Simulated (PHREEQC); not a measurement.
A made-up water analysis in mg/kgw, 25 °C, pH 3.24, pe 8.9:

| constituent | mg/kgw |
|---|---|
| Na | 8.93 |
| K | 19.5 |
| Ca | 90.7 |
| Mg | 54 |
| Cl | 91.2 |
| S(6) as SO4 | 708 |
| Zn | 0.923 |
| Cu(2) | 0.409 |
| Sr | 11.6 |
| Al | 75.4 |
| Pb | 6.32 |

Valence states are taken as typed.

Model: ion-association model, phreeqc.dat, run in PHREEQC.

No solid was allowed to form.

Q: What ionic strength, charge-balance error does the model give?

A: ionic strength 0.0216 mol/kgw; charge-balance error 8.8 %.

Q: In which forms is Mg present?

A: Mg+2 76 %, MgSO4 24 % of the Mg.

Examples of supersaturated solids here: Anglesite. Others may be too.
